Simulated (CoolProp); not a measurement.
Vapour pressure (MPa) of carbon dioxide: the reference equation beside estimates from Tc = 304.1 K, pc = 7.377 MPa, ω = 0.224. Clausius-Clapeyron is anchored at 256.1 K with a constant enthalpy of vaporisation of 12.14 kJ/mol.

Values from CoolProp's reference Helmholtz-energy equation of state, Span 1996.

```csv
T (K),reference,Clausius-Clapeyron,van der Waals,Redlich-Kwong,Soave-Redlich-Kwong,Peng-Robinson
227.7,0.8175,1.059,2.066,1.110,0.8187,0.8112
231.7,0.9519,1.182,2.247,1.268,0.9538,0.9440
235.8,1.106,1.319,2.443,1.446,1.109,1.096
239.8,1.274,1.463,2.644,1.635,1.278,1.262
243.9,1.464,1.620,2.860,1.846,1.470,1.451
248,1.675,1.789,3.088,2.075,1.682,1.661
252,1.901,1.964,3.320,2.317,1.911,1.886
256.1,2.155,2.155,3.570,2.584,2.168,2.140
260.1,2.426,2.352,3.824,2.864,2.442,2.412
264.2,2.729,2.566,4.096,3.171,2.749,2.716
268.2,3.050,2.787,4.373,3.492,3.075,3.039
272.3,3.407,3.025,4.668,3.842,3.437,3.399
276.3,3.785,3.269,4.968,4.206,3.819,3.780
280.4,4.203,3.531,5.287,4.601,4.242,4.203
284.4,4.643,3.799,5.610,5.010,4.685,4.648
```

Absolute difference from the reference over all 15 rows, mean and median: Clausius-Clapeyron 12.3 and 11.2 %, van der Waals 73.5 and 65.7 %, Redlich-Kwong 20.7 and 19.9 %, Soave-Redlich-Kwong 0.6 and 0.6 %, Peng-Robinson 0.6 and 0.7 %.
